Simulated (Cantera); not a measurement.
## Moist CO burnout

An isothermal, constant-pressure homogeneous reactor starts with 2.11 % CO, 0.385 % O₂, 5.78 % H₂O, 91.7 % N₂, equivalence ratio 2.7, at 1125 K and 31000 Pa.

Detailed kinetics in Cantera: GRI-Mech 3.0 (53 species, 325 reactions).

| t (s) | x CO | x O₂ | x H₂O | x NO₂ | x NO | x H₂ |
|---|---|---|---|---|---|---|
| 5.00e-6 | 0.0211 | 0.00385 | 0.0578 | <1e-12 | <1e-12 | <1e-12 |
| 2.69e-5 | 0.0211 | 0.00385 | 0.0578 | <1e-12 | <1e-12 | <1e-12 |
| 0.000144 | 0.0211 | 0.00385 | 0.0578 | <1e-12 | <1e-12 | <1e-12 |
| 0.000775 | 0.0211 | 0.00385 | 0.0578 | <1e-12 | <1e-12 | 9.94e-11 |
| 0.00416 | 0.0211 | 0.00385 | 0.0578 | <1e-12 | <1e-12 | 3.76e-8 |
| 0.0224 | 0.00803 | 0.000294 | 0.0518 | <1e-12 | 1.72e-7 | 0.00512 |
| 0.120 | 0.00420 | 4.33e-7 | 0.0488 | <1e-12 | 2.11e-7 | 0.00915 |
| 0.645 | 0.00389 | 1.10e-8 | 0.0485 | <1e-12 | 2.10e-7 | 0.00953 |
| 3.47 | 0.00383 | 3.53e-10 | 0.0484 | <1e-12 | 1.97e-7 | 0.00961 |
| 18.6 | 0.00381 | 1.12e-11 | 0.0484 | <1e-12 | 1.41e-7 | 0.00963 |
| 100 | 0.00381 | <1e-12 | 0.0484 | <1e-12 | 6.00e-8 | 0.00964 |
x: mole fraction; the columns are a selection and need not sum to one.

Equilibrium at this temperature and pressure: CO 0.00381, O₂ <1e-12, H₂O 0.0484, NO₂ <1e-12, NO 5.51e-12, H₂ 0.00964 (gas phase only).
